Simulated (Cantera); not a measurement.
Ignition delay

Mixture: 10.9 % CO, 5.01 % H2, 17.6 % O2, 66.4 % N2, at 1400000 Pa, adiabatic and at constant pressure. Ignition delay is the time to a rise of 400 K.

Computed with Cantera and GRI-Mech 3.0 (53 species, 325 reactions). The hydrogen kinetics of GRI-Mech 3.0 are dated; newer H2 mechanisms differ, most at raised pressure. The pressure lies above the range GRI-Mech 3.0 was tuned for (to about 10 atm). Where the delays flatten at high temperature, the 400 K rule measures the pace of heat release, not the induction time.

```json
[
 {"T0 (K)": "1250", "delay (ms)": "0.0238"},
 {"T0 (K)": "1350", "delay (ms)": "0.00608"},
 {"T0 (K)": "1450", "delay (ms)": "0.00333"},
 {"T0 (K)": "1550", "delay (ms)": "0.00238"},
 {"T0 (K)": "1650", "delay (ms)": "0.00195"},
 {"T0 (K)": "1750", "delay (ms)": "0.00172"}
]
```
